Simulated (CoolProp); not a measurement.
The fluid at 353.92 K and 1.95 MPa flows at 1.2 m/s in a round tube of 12.7 mm bore and 45 µm roughness, fully developed (64/Re and Nu = 3.66 if laminar; Colebrook and Gnielinski if turbulent). The same conditions are run with several fluids, on thermodynamics alone (safety and materials aside).

Computed with CoolProp (reference Helmholtz-energy equation of state of each fluid (R236FA: Pan 2012; R11: Jacobsen 1992; ethylbenzene: Zhou 2012; isobutane: Bücker 2006; R141b: Lemmon 2006)).

| fluid | Reynolds number | Darcy friction factor | pressure drop (Pa/m) | heat-transfer coefficient (W/(m² K)) | mass flow (kg/h) |
|---|---|---|---|---|---|
| R236FA | 120000 | 0.0284 | 1840 | ? | ? |
| R11 | 76900 | 0.0289 | 2200 | 2730 | 733 |
| ethylbenzene | 34200 | ? | 1410 | ? | 446 |
| isobutane | 82900 | 0.0288 | 771 | ? | 258 |
| R141b | 73300 | 0.0290 | 1850 | 2870 | 615 |

Question: Fill in the missing entries.

Answer: 
- R236FA, heat-transfer coefficient (W/(m² K)): 3430
- R236FA, mass flow (kg/h): 626
- ethylbenzene, Darcy friction factor: 0.0305
- ethylbenzene, heat-transfer coefficient (W/(m² K)): 2470
- isobutane, heat-transfer coefficient (W/(m² K)): 2950

Transport values come from each fluid's own correlations; those of R236FA, R11, ethylbenzene, R141b are estimates that may be off by 10 % or more.
